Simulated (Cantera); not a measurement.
What does this Cantera script print?

```python
import numpy as np
import cantera as ct

gas = ct.Solution("gri30.yaml")
gas.TP = 300, 100000
flame = ct.CounterflowDiffusionFlame(gas, width=0.02)
flame.fuel_inlet.X, flame.fuel_inlet.T = {'CO': 1, 'H2': 0.22, 'CH4': 0.12}, 575
flame.oxidizer_inlet.X, flame.oxidizer_inlet.T = {'O2': 0.28, 'N2': 0.72}, 648
flame.set_refine_criteria(ratio=3, slope=0.12, curve=0.24, prune=0.03)
show = ['OH', 'H', 'NO', 'CO', 'C2H2']

rows = []
print(f"{'mdot':>8s}{'a_max':>10s}{'a_mean':>10s}{'Tmax/K':>9s}" + "".join(f"{s:>11s}" for s in show) + "   (peak mole fractions)")
for i, mdot in enumerate([0.6, 0.81, 1.1, 1.5, 2, 2.7, 3.6, 4.9, 6.6]):  # kg/m2/s on the oxidiser side
    flame.oxidizer_inlet.mdot, flame.fuel_inlet.mdot = mdot, 0.86 * mdot
    flame.solve(loglevel=0, auto=(i == 0))
    if flame.T.max() < max(575, 648) + 100:
        print(f"{mdot:8.3g}  no burning solution found from the previous one")
        break
    dT = np.abs(np.gradient(flame.T, flame.grid))
    rows.append([flame.strain_rate("max"), flame.strain_rate("mean"), flame.T.max(),
                 *(flame.X[gas.species_index(s)].max() for s in show), max(dT[0], dT[-1]) / dT.max()])
    print(f"{mdot:8.3g}{rows[-1][0]:10.1f}{rows[-1][1]:10.1f}{rows[-1][2]:9.1f}" + "".join(f"{x:11.3e}" for x in rows[-1][3:-1]))
```

Output:

```
    mdot     a_max    a_mean   Tmax/K         OH          H         NO         CO       C2H2   (peak mole fractions)
     0.6     380.2     109.9   2404.5  1.582e-02  9.254e-03  5.461e-04  7.543e-01  4.014e-03
    0.81     502.3     148.4   2364.5  1.584e-02  1.006e-02  4.066e-04  7.542e-01  4.135e-03
     1.1     669.3     201.5   2322.2  1.581e-02  1.093e-02  3.074e-04  7.542e-01  4.250e-03
     1.5     897.2     274.7   2280.0  1.566e-02  1.186e-02  2.382e-04  7.538e-01  4.337e-03
       2    1178.7     366.3   2241.5  1.548e-02  1.275e-02  1.928e-04  7.534e-01  4.380e-03
     2.7    1569.2     494.5   2202.7  1.524e-02  1.370e-02  1.574e-04  7.534e-01  4.365e-03
     3.6    2067.0     659.4   2166.4  1.490e-02  1.456e-02  1.301e-04  7.536e-01  4.280e-03
     4.9    2779.6     897.5   2129.2  1.440e-02  1.544e-02  1.059e-04  7.536e-01  4.093e-03
     6.6    3702.6    1208.8   2094.0  1.381e-02  1.616e-02  8.548e-05  7.536e-01  3.820e-03
```

Detailed kinetics in Cantera: GRI-Mech 3.0 (53 species, 325 reactions). GRI-Mech 3.0 has no aromatics or soot, which form on the fuel side of real flames. The maximum strain rate includes the flame's own expansion and is several times the mean.
